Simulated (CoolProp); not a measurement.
CH3F (R41) at several states: Z from the reference equation and from simpler models built on Tc = 317.3 K, pc = 5.906 MPa, ω = 0.200; each cubic takes its own stable root.

Values from CoolProp's reference Helmholtz-energy equation of state, Lemmon 2006. It is a short technical equation, of lower accuracy than the large ones.

| T (K) | p (MPa) | phase | reference | van der Waals | Redlich-Kwong |
|---|---|---|---|---|---|
| 276 | 10.9 | liquid | 0.2273 | 0.3995 | 0.2972 |
| 276.7 | 0.0129 | gas | 0.9986 | 0.9991 | 0.9989 |
| 223.8 | 5.69 | liquid | 0.1258 | 0.2331 | 0.1627 |
| 345.9 | 19.3 | supercritical | 0.4228 | 0.6290 | 0.5320 |
